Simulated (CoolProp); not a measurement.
Vapour-liquid equilibrium of m-xylene (1) + n-nonane (2) at 0.548 MPa; x and y are mole fractions of (1).

Values from CoolProp's multi-fluid Helmholtz-energy mixture model, Zhou 2012 and Lemmon 2006; pair parameters Bell 2016.

Give the bubble temperature and the first vapour's composition at x = 0.05, 0.35, 0.8. Is there an azeotrope?

x = 0.05: 226.9 °C, y = 0.069; x = 0.35: 220.4 °C, y = 0.410; x = 0.8: 215.8 °C, y = 0.812. No azeotrope shows between x = 0.05 and 0.95.

The pair parameters rest on a limited set of measurements; away from them the model extrapolates.
